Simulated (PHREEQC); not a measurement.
**Leach liquor**

Consider water at 86 °C with 0.0076 mol/kgw H2SO4, 0.0017 mol/kgw CuSO4 and 0.026 mol/kgw MgSO4. Closed to the air; pH follows from the charge balance.

Equilibrium calculation in PHREEQC: ion-association model, phreeqc.dat.

No solid was allowed to form.

Question: Estimate the pH, specific conductance, ionic strength.

Answer: pH 2.36; specific conductance 10800 µS/cm; ionic strength 0.0494 mol/kgw.

Question: In which forms is S present?

Answer: MgSO4 44 %, HSO4- 28 %, SO4-2 26 %, CuSO4 1.6 % of the S.

Constants without temperature data keep their 25 °C values here.
